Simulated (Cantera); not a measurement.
Input: 1 mol Ca(OH)2, 0.18 mol O2, 1.2 mol C, held at 1 atm.

Cantera equilibrium calculation (NASA polynomials, part measured and part estimated; ideal gas, pure solids and liquids). Candidate condensed phases: C, C6H6, C7H8, C8H18, Ca, CaCO3, CaO, Ca(OH)2, H2O; 115 gas species. Kinetics and transport are ignored.

**Question.** Which condensed phases are stable at each of these points (T (°C)): 600, 700, 800, 900, 1000, 1100, 1200, 1300?

**Answer.** 
| T (°C) | condensed phases | Ca condensed (%) |
|---|---|---|
| 600 | C(graphite) + CaCO3(calcite) + CaO(s) | 100.0 |
| 700 | C(graphite) + CaCO3(calcite) + CaO(s) | 100.0 |
| 800 | CaO(s) | 100.0 |
| 900 | CaO(s) | 100.0 |
| 1000 | CaO(s) | 100.0 |
| 1100 | CaO(s) | 100.0 |
| 1200 | CaO(s) | 100.0 |
| 1300 | CaO(s) | 100.0 |

From 600 °C to 700 °C the condensed part is C(graphite) + CaCO3(calcite) + CaO(s). From 800 °C to 1300 °C the condensed part is CaO(s).
